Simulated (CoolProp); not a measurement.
Vapour-liquid equilibrium of ethanol (1) + dimethyl carbonate (2) at 0.137 bar; x and y are mole fractions of (1).

Model: multi-fluid Helmholtz-energy mixture model, Schroeder 2014 and Zhou 2011; pair parameters Bell 2016, in CoolProp.

```json
[
 {"x": "0.05", "bubble temperature, mixture model (°C)": "35.1", "bubble temperature, Raoult's law (°C)": "37.8", "y, mixture model": "0.168", "y, Raoult's law": "0.058"},
 {"x": "0.15", "bubble temperature, mixture model (°C)": "31.8", "bubble temperature, Raoult's law (°C)": "37.5", "y, mixture model": "0.347", "y, Raoult's law": "0.172"},
 {"x": "0.25", "bubble temperature, mixture model (°C)": "30.3", "bubble temperature, Raoult's law (°C)": "37.1", "y, mixture model": "0.437", "y, Raoult's law": "0.281"},
 {"x": "0.35", "bubble temperature, mixture model (°C)": "29.6", "bubble temperature, Raoult's law (°C)": "36.8", "y, mixture model": "0.489", "y, Raoult's law": "0.386"},
 {"x": "0.45", "bubble temperature, mixture model (°C)": "29.3", "bubble temperature, Raoult's law (°C)": "36.5", "y, mixture model": "0.524", "y, Raoult's law": "0.488"},
 {"x": "0.55", "bubble temperature, mixture model (°C)": "29.2", "bubble temperature, Raoult's law (°C)": "36.2", "y, mixture model": "0.552", "y, Raoult's law": "0.587"},
 {"x": "0.65", "bubble temperature, mixture model (°C)": "29.3", "bubble temperature, Raoult's law (°C)": "35.9", "y, mixture model": "0.581", "y, Raoult's law": "0.683"},
 {"x": "0.75", "bubble temperature, mixture model (°C)": "29.6", "bubble temperature, Raoult's law (°C)": "35.6", "y, mixture model": "0.622", "y, Raoult's law": "0.777"},
 {"x": "0.85", "bubble temperature, mixture model (°C)": "30.5", "bubble temperature, Raoult's law (°C)": "35.3", "y, mixture model": "0.695", "y, Raoult's law": "0.868"},
 {"x": "0.95", "bubble temperature, mixture model (°C)": "32.8", "bubble temperature, Raoult's law (°C)": "35.1", "y, mixture model": "0.849", "y, Raoult's law": "0.956"}
]
```

The largest gap from Raoult's law is -7.2 K in bubble temperature, at x = 0.35. y crosses x between x = 0.55 and 0.65: the model has an azeotrope there.

The pair parameters rest on a limited set of measurements; away from them the model extrapolates.
